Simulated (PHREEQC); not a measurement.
1 kg of water holding 0.0053 mol/kgw Na2B4O7, 0.2 mol/kgw Na2SO4, 0.019 mol/kgw Na2CO3, 0.015 mol/kgw NaCl and 0.0044 mol/kgw KCl is evaporated at 25 °C; the solids stay in contact with the brine. The system is closed to CO2. The run lets Arcanite, Burkeite, Glaserite, Halite, Kalicinite, Mirabilite, Misenite, Nahcolite, Natron, Sylvite, Thenardite, Trona, Borax, Boric_acid,s, KB5O8:4H2O, K2B4O7:4H2O, NaBO2:4H2O, NaB5O8:5H2O, Teepleite precipitate or redissolve, and no other solid.

The series has 19 steps of water left (kg), from 1 to 0.01459.

Model: Pitzer model, pitzer.dat, run in PHREEQC.

Which solids form, in which order, and at which step of the series does each first stand?

Mirabilite from water left = 0.09022 kg (pH 9.71); Borax from water left = 0.04276 kg (pH 9.87); Thenardite from water left = 0.01459 kg (pH 10.22).

Complexes and solids missing from the database can't appear.
